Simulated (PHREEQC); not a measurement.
## Polishing slurry liquid: an equilibrium model

A solution holds 15 mmol/kgw HNO3, 1.2 mmol/kgw Fe(NO3)3 and 0.33 mmol/kgw KF, at 94 °C. Closed to the air; pH follows from the charge balance.

Model: ion-association model, wateq4f.dat, run in PHREEQC.

```json
{
  "pH": "1.86",
  "ionic_strength": "0.0199 mol/kgw",
  "total_alkalinity": "-17.4 meq/kg"
}
```

```csv
species,molality,activity,log γ
NO3-,0.0186,0.0157,-0.073
H+,0.0159,0.0139,-0.058
FeOH+2,0.000752,0.000405,-0.269
K+,0.000330,0.000280,-0.071
FeF+2,0.000224,0.000120,-0.269
Fe+3,0.000107,3.22e-5,-0.524
Fe(OH)2+,9.42e-5,8.09e-5,-0.066
HF,8.32e-5,8.35e-5,0.002
FeF2+,1.09e-5,9.36e-6,-0.067
Fe2(OH)2+4,5.66e-6,4.36e-7,-1.113
F-,1.18e-6,1.00e-6,-0.071
FeF3,1.79e-8,1.80e-8,0.002
Fe(OH)3,8.59e-9,8.63e-9,0.002
Fe3(OH)4+5,2.30e-9,4.18e-11,-1.740
```

Precipitation was switched off in this run. Saturation is exceeded, for instance for Hematite (slow to form), Goethite (slow to form); the values hold only as long as no solid forms. Away from 25 °C the constants follow the database's enthalpies or fits; those with neither stay at their 25 °C values. Fluoro complexes past AlF4- and FeF3 are missing from the database.
